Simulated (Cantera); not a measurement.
A Cantera script and what it prints.

```python
import numpy as np
import cantera as ct

gas_names = [...]  # 109 gases of nasa_gas.yaml made of C, Cl, H, Si
cond_names = """
    C(gr) C6H6(L) C7H8(L) C8H18(L),n-octa Si(cr) Si(L) SiC(b)
""".split()


# ... load() reads the species with a 1 bar reference pressure and builds the phases ...
atoms = {
    'CH3SiH3': {'C': 1, 'H': 6, 'Si': 1},
    'C2H2': {'C': 2, 'H': 2},
    'H2': {'H': 2},
    'HCl': {'H': 1, 'CL': 1},
}
top_T = {'C(gr)': 4500, 'SiC(b)': 3050}  # K; cautious upper limits of use, not melting points


# ... equilibrate(T, P, feed) seeds the gas with the atoms and calls Mixture.equilibrate('TP', solver="vcs", rtol=1e-11, max_steps=5000) ...
results = []
T = 1898  # K
P = 10000  # Pa
for m in [0.066, 0.089, 0.12, 0.16, 0.22, 0.29, 0.4, 0.53, 0.72, 0.97, 1.3]:
    feed = {'CH3SiH3': 1, 'C2H2': m, 'H2': 940, 'HCl': 1}  # mol
    mix = equilibrate(T, P, feed)
    results.append((T, P, feed, dict(zip(mix.species_names, mix.species_moles))))

top = {s: max(r[3][s] / sum(r[3][g] for g in gas_names) for r in results) for s in gas_names}
cols = sorted((s for s in top if top[s] > 1e-05), key=lambda s: -top[s])[:8]
seen = [c for c in cond_names if any(r[3].get(c, 0) > 1e-12 for r in results)]
print("log10 of partial pressures in bar; condensed amounts in mol")
print(f"{'n(C2H2)':>10s}" + "".join(f"{s[:9]:>10s}" for s in cols + seen))
for T, P, feed, n in results:
    ng = sum(n[g] for g in gas_names)
    print(f"{feed['C2H2']:10.4g}" + "".join(f"{np.log10(max(n[s] / ng * P / 1e5, 1e-99)):10.3f}" for s in cols)
          + "".join(f"{n.get(c, 0):10.4g}" for c in seen))
```

Result:

```
log10 of partial pressures in bar; condensed amounts in mol
   n(C2H2)        H2         H       HCL C2H2,acet       CH4        Si     C(gr)    SiC(b)
     0.066    -1.002    -3.608    -3.977    -5.174    -5.625    -5.970         0    0.9815
     0.089    -1.002    -3.608    -3.977    -5.055    -5.565    -6.030         0    0.9839
      0.12    -1.002    -3.608    -3.977    -4.930    -5.503    -6.092         0     0.986
      0.16    -1.002    -3.608    -3.977    -4.806    -5.441    -6.154         0    0.9879
      0.22    -1.002    -3.608    -3.977    -4.667    -5.371    -6.224         0    0.9896
      0.29    -1.002    -3.608    -3.977    -4.545    -5.310    -6.285         0     0.991
       0.4    -1.002    -3.608    -3.977    -4.426    -5.251    -6.344    0.0421    0.9921
      0.53    -1.002    -3.608    -3.977    -4.426    -5.251    -6.344     0.302    0.9921
      0.72    -1.002    -3.608    -3.977    -4.426    -5.251    -6.344    0.6818    0.9921
      0.97    -1.002    -3.608    -3.977    -4.426    -5.251    -6.344     1.182    0.9921
       1.3    -1.002    -3.608    -3.977    -4.426    -5.251    -6.344     1.841    0.9921
```

Cantera equilibrium calculation (NASA polynomials, part measured and part estimated; ideal gas, pure solids and liquids). The feed counts by its element totals alone.
